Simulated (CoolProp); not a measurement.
Saturation properties of cyclopentane (Tc = 238.6 °C, pc = 4583 kPa, ω = 0.202).

Values from CoolProp's reference Helmholtz-energy equation of state, Gedanitz 2015.

```
T (°C)  p (kPa)  liquid density (kg/m³)  vapour density (kg/m³)  enthalpy of vaporisation (kJ/kg)
------  -------  ----------------------  ----------------------  --------------------------------
46.35     92.02                   718.8                   2.512                             391.5
61.15     147.5                   703.3                   3.900                             380.3
75.85     225.2                   687.3                   5.805                             368.5
90.55     331.1                   670.6                   8.362                             355.9
105.35    472.0                   653.0                   11.75                             342.3
120.05    652.2                   634.7                   16.11                             327.7
134.85    881.0                   615.1                   21.75                             311.6
149.55     1162                   594.3                   28.91                             294.0
164.35     1507                   571.7                   38.15                             274.2
179.05     1921                   546.8                   50.07                             251.9
```

It boils at 49.2 °C under 1 atm.
